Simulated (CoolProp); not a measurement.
Vapour-liquid equilibrium of CHF3 (R23) (1) + sulfur hexafluoride (2) at 238.9 K; x and y are mole fractions of (1).

Model: multi-fluid Helmholtz-energy mixture model, Penoncello 2003 and Guder 2009; pair parameters Bell 2016, in CoolProp.

| x | bubble pressure, mixture model (MPa) | bubble pressure, Raoult's law (MPa) | y, mixture model | y, Raoult's law |
|---|---|---|---|---|
| 0.05 | 0.5215 | 0.4452 | 0.206 | 0.098 |
| 0.15 | 0.6576 | 0.4899 | 0.402 | 0.266 |
| 0.25 | 0.7424 | 0.5345 | 0.499 | 0.407 |
| 0.35 | 0.7985 | 0.5792 | 0.563 | 0.526 |
| 0.45 | 0.8383 | 0.6239 | 0.614 | 0.627 |
| 0.55 | 0.8677 | 0.6686 | 0.661 | 0.715 |
| 0.65 | 0.8890 | 0.7133 | 0.711 | 0.793 |
| 0.75 | 0.9015 | 0.7580 | 0.768 | 0.861 |
| 0.85 | 0.9024 | 0.8027 | 0.841 | 0.921 |
| 0.95 | 0.8865 | 0.8474 | 0.937 | 0.975 |

The largest gap from Raoult's law is +38.9 % in bubble pressure, at x = 0.25. y crosses x between x = 0.75 and 0.85: the model has an azeotrope there.

The pair parameters rest on a limited set of measurements; away from them the model extrapolates.
